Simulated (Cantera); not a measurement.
# Hydrocarbon pyrolysis for carbon deposition

An isothermal, constant-pressure homogeneous reactor starts with C₂H₄ : H₂ = 1 : 82 (molar parts), at 1275 K and 0.133 bar.

Detailed kinetics in Cantera: GRI-Mech 3.0 (53 species, 325 reactions). GRI-Mech 3.0 was tuned for natural gas; its chemistry of ethylene as a main component is partial and can be far from experiment. GRI-Mech 3.0 stops at C3 and has no aromatics, soot or wall deposition, so with more carbon than oxygen in the feed, carbon stays in small species such as C2H2 where larger ones or solid carbon would form.

```
t (s)       x C₂H₄   x H₂       x H    x C₂H₆     x CH₂
--------  --------  -----  --------  --------  --------
7.00e-5     0.0120  0.988  5.74e-11  5.37e-12    <1e-12
0.000472    0.0120  0.988  4.11e-10  7.91e-11    <1e-12
0.00318     0.0120  0.988   2.81e-9   2.23e-9    <1e-12
0.0215      0.0120  0.988   2.41e-8   1.01e-7    <1e-12
0.145       0.0114  0.988   9.82e-6   6.28e-5  1.16e-12
0.977      0.00416  0.987   1.32e-5   3.14e-5  4.29e-12
6.59       0.00298  0.985   9.73e-6   2.23e-5  7.02e-12
44.5       0.00146  0.980   5.19e-6   1.06e-5  5.00e-12
300       0.000204  0.976   2.30e-6   1.47e-6  1.46e-12
```
x: mole fraction; the columns are a selection and need not sum to one.

Equilibrium at this temperature and pressure: C₂H₄ 8.22e-5, H₂ 0.976, H 2.01e-6, C₂H₆ 6.97e-7, CH₂ 1.15e-12 (gas phase only).
